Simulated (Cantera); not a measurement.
Charge: 1 mol C2H2, 0.39 mol CO2, 66 mol H2, 0.33 mol H2O, held at 1 atm.

Method: chemical equilibrium by Gibbs-energy minimisation in Cantera with the NASA 1993 tables (ideal gas, pure condensed phases). Candidate condensed phases: C, C6H6, C7H8, C8H18, H2O; 110 gas species. Kinetics and transport are ignored.

log p: log10 of the partial pressure in bar; n: condensed amount in mol.

```json
[
 {"T (°C)": "1350", "log p H2": "0.00", "log p H": "-4.16", "log p CO": "-1.78", "log p C2H2 (acetylene)": "-4.46", "log p CH4": "-2.83", "log p C2H": "-11.04", "n C(graphite)": "1.18"},
 {"T (°C)": "1450", "log p H2": "0.00", "log p H": "-3.74", "log p CO": "-1.78", "log p C2H2 (acetylene)": "-4.05", "log p CH4": "-3.00", "log p C2H": "-9.99", "n C(graphite)": "1.20"},
 {"T (°C)": "1550", "log p H2": "0.00", "log p H": "-3.36", "log p CO": "-1.78", "log p C2H2 (acetylene)": "-3.68", "log p CH4": "-3.15", "log p C2H": "-9.05", "n C(graphite)": "1.20"},
 {"T (°C)": "1650", "log p H2": "0.00", "log p H": "-3.03", "log p CO": "-1.78", "log p C2H2 (acetylene)": "-3.35", "log p CH4": "-3.28", "log p C2H": "-8.22", "n C(graphite)": "1.18"},
 {"T (°C)": "1750", "log p H2": "0.00", "log p H": "-2.72", "log p CO": "-1.78", "log p C2H2 (acetylene)": "-3.05", "log p CH4": "-3.40", "log p C2H": "-7.47", "n C(graphite)": "1.13"},
 {"T (°C)": "1850", "log p H2": "0.00", "log p H": "-2.45", "log p CO": "-1.78", "log p C2H2 (acetylene)": "-2.78", "log p CH4": "-3.51", "log p C2H": "-6.79", "n C(graphite)": "1.03"},
 {"T (°C)": "1950", "log p H2": "-0.01", "log p H": "-2.20", "log p CO": "-1.79", "log p C2H2 (acetylene)": "-2.54", "log p CH4": "-3.61", "log p C2H": "-6.17", "n C(graphite)": "0.871"},
 {"T (°C)": "2050", "log p H2": "-0.01", "log p H": "-1.97", "log p CO": "-1.79", "log p C2H2 (acetylene)": "-2.32", "log p CH4": "-3.71", "log p C2H": "-5.60", "n C(graphite)": "0.614"},
 {"T (°C)": "2150", "log p H2": "-0.01", "log p H": "-1.76", "log p CO": "-1.79", "log p C2H2 (acetylene)": "-2.12", "log p CH4": "-3.79", "log p C2H": "-5.09", "n C(graphite)": "0.231"},
 {"T (°C)": "2250", "log p H2": "-0.02", "log p H": "-1.56", "log p CO": "-1.79", "log p C2H2 (acetylene)": "-2.04", "log p CH4": "-3.92", "log p C2H": "-4.71", "n C(graphite)": "0"},
 {"T (°C)": "2350", "log p H2": "-0.02", "log p H": "-1.39", "log p CO": "-1.79", "log p C2H2 (acetylene)": "-2.04", "log p CH4": "-4.09", "log p C2H": "-4.44", "n C(graphite)": "0"},
 {"T (°C)": "2450", "log p H2": "-0.03", "log p H": "(withheld)", "log p CO": "-1.80", "log p C2H2 (acetylene)": "-2.05", "log p CH4": "(withheld)", "log p C2H": "(withheld)", "n C(graphite)": "0"},
 {"T (°C)": "2550", "log p H2": "-0.04", "log p H": "(withheld)", "log p CO": "-1.80", "log p C2H2 (acetylene)": "-2.06", "log p CH4": "(withheld)", "log p C2H": "(withheld)", "n C(graphite)": "0"},
 {"T (°C)": "2650", "log p H2": "-0.06", "log p H": "-0.94", "log p CO": "-1.81", "log p C2H2 (acetylene)": "-2.07", "log p CH4": "-4.54", "log p C2H": "-3.76", "n C(graphite)": "0"}
]
```

Problem. Complete the blanks.

Solution. 
- 2550, log p H: -1.07
- 2550, log p CH4: -4.39
- 2550, log p C2H: -3.97
- 2450, log p H: -1.22
- 2450, log p CH4: -4.24
- 2450, log p C2H: -4.20
